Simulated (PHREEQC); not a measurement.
Consider water at 71 °C with 0.04 mol/kgw KOH, 0.00015 mol/kgw K2SiO3 and 0.022 mol/kgw HBr. It is in equilibrium with CO2 at log p = -3.4 (atm). Otherwise closed; pH follows from the charge balance.

Computed with PHREEQC (ion-association model, phreeqc.dat).

Precipitation was switched off in this run.

Task: Order these Si species by the share of Si that they hold, largest first: H2SiO4-2, H4SiO4, H3SiO4-.

Result: H3SiO4- (64 %), H4SiO4 (35 %), H2SiO4-2 (0.23 %)

The pH is 9.47 and the ionic strength 0.0442 mol/kgw. Complexes and solids missing from the database can't appear. Constants without temperature data keep their 25 °C values here.
